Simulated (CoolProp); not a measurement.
The numbers come from the reference Helmholtz-energy equation of state, Lemmon 2013 in CoolProp.

### Question
For propylene, give the phase and the Z, speed of sound (m/s) at 445.3 K and 66.4 bar.

### Answer
- 445.3 K and 66.4 bar: supercritical; Z 0.720, speed of sound 252
